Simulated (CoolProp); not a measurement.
Vapour pressure (bar) of isopentane: the reference equation beside estimates from Tc = 187.2 °C, pc = 33.78 bar, ω = 0.227. Clausius-Clapeyron is anchored at 21.05 °C with a constant enthalpy of vaporisation of 25.14 kJ/mol.

Model: reference Helmholtz-energy equation of state, Lemmon 2006, in CoolProp. It is a short technical equation, of lower accuracy than the large ones.

| T (°C) | reference | Lee-Kesler | Clausius-Clapeyron | Redlich-Kwong | Soave-Redlich-Kwong | Peng-Robinson |
|---|---|---|---|---|---|---|
| 10.05 | 0.5241 | 0.5145 | 0.5345 | 0.8951 | 0.5173 | 0.5258 |
| 15.55 | 0.6492 | 0.6394 | 0.6550 | 1.085 | 0.6420 | 0.6501 |
| 21.05 | 0.7967 | 0.7872 | 0.7967 | 1.303 | 0.7893 | 0.7967 |
| 26.55 | 0.9693 | 0.9606 | 0.9620 | 1.552 | 0.9621 | 0.9682 |
| 32.05 | 1.170 | 1.162 | 1.154 | 1.835 | 1.163 | 1.167 |
| 37.65 | 1.406 | 1.400 | 1.379 | 2.160 | 1.400 | 1.402 |
| 43.15 | 1.672 | 1.669 | 1.634 | 2.519 | 1.668 | 1.666 |
| 48.65 | 1.975 | 1.975 | 1.923 | 2.920 | 1.974 | 1.967 |
| 54.15 | 2.318 | 2.322 | 2.252 | 3.364 | 2.321 | 2.309 |

Absolute difference from the reference over all 9 rows, mean and median: Lee-Kesler 0.8 and 0.7 %, Clausius-Clapeyron 1.6 and 1.9 %, Redlich-Kwong 57.3 and 56.8 %, Soave-Redlich-Kwong 0.6 and 0.6 %, Peng-Robinson 0.3 and 0.3 %.
